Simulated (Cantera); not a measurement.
Source: NASA polynomial tables (part measured, part estimated), evaluated in Cantera. Values are per mole of reaction as written; species without (g) are pure solids or liquids, kept so even where they would boil at 1 bar.

### Question
Between 525 and 925 K, where is each reaction favourable under standard conditions?
- O3(g) + 6 Cu = 3 Cu2O
- 2 Cu + CO2(g) = CO(g) + Cu2O
- Cu2O = O(g) + 2 Cu

### Answer
- O3(g) + 6 Cu = 3 Cu2O: ΔG° is -570 kJ at 525 K and -508 kJ at 925 K; it stays negative (K > 1). ΔH° is -647 kJ and ΔS° -150 J/K at 925 K.
- 2 Cu + CO2(g) = CO(g) + Cu2O: ΔG° is 107 kJ at 525 K and 101 kJ at 925 K; it stays positive (K < 1). ΔH° is 115 kJ and ΔS° 15 J/K at 925 K.
- Cu2O = O(g) + 2 Cu: ΔG° is 349 kJ at 525 K and 294 kJ at 925 K; it stays positive (K < 1). ΔH° is 421 kJ and ΔS° 137 J/K at 925 K.
